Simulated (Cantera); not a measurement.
An isothermal, constant-pressure homogeneous reactor starts with NO : N2 = 1 : 0.68 (molar parts), at 1448 K and 1.01 bar.

Detailed kinetics in Cantera: GRI-Mech 3.0 (53 species, 325 reactions).

Problem. Predict: x(NO) at 80.0 s; x(NO2) at 80.0 s; x(O) at 80.0 s; x(O2) at 80.0 s; x(N2) at 80.0 s; x(N2O) at 80.0 s.

Solution. 
- x(NO) at 80.0 s = 0.411 (gas-phase equilibrium 0.00106)
- x(NO2) at 80.0 s = 0.00172 (gas-phase equilibrium 7.99e-6)
- x(O) at 80.0 s = 5.97e-7 (gas-phase equilibrium 1.06e-6)
- x(O2) at 80.0 s = 0.0905 (gas-phase equilibrium 0.297)
- x(N2) at 80.0 s = 0.496 (gas-phase equilibrium 0.702)
- x(N2O) at 80.0 s = 5.40e-5 (gas-phase equilibrium 6.29e-8)
